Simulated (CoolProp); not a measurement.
Saturation properties of c-C4F8 (RC318) (Tc = 115.2 °C, pc = 2.778 MPa, ω = 0.355).

Computed with CoolProp (reference Helmholtz-energy equation of state, Platzer 1990). This equation is an older, rougher fit; its heat capacities, sound speeds and derivatives of the liquid may be far off and weren't checked against measurements.

```csv
T (°C),p (MPa),vapour Z,surface tension (mN/m),liquid viscosity (µPa s),liquid conductivity (mW/(m K))
26.85,0.3314,0.8949,7.97,353,64.7
34.15,0.4145,0.8762,7.15,317,62.8
41.45,0.5125,…,6.36,…,…
48.65,0.6251,0.8324,5.59,257,58.8
55.95,0.7573,0.8067,4.84,…,56.7
63.25,0.9092,0.7782,4.10,207,54.6
70.55,1.083,0.7464,3.40,185,52.4
77.75,1.278,0.7112,2.73,165,50.2
85.05,1.501,…,2.08,145,48.0
92.35,1.753,0.6239,1.47,126,45.8
```

Problem. Complete the blanks.

Solution. 
- 41.45, vapour Z: 0.8553
- 41.45, liquid viscosity (µPa s): 285
- 41.45, liquid conductivity (mW/(m K)): 60.8
- 55.95, liquid viscosity (µPa s): 231
- 85.05, vapour Z: 0.6708

It boils at -6.0 °C under 1 atm.

Viscosity comes from a separate model (Huber 2003), an estimate that may be off by 10 % or more. Thermal conductivity comes from a separate model (Huber 2003), an estimate that may be off by 10 % or more. Surface tension comes from a separate correlation (Mulero 2012).
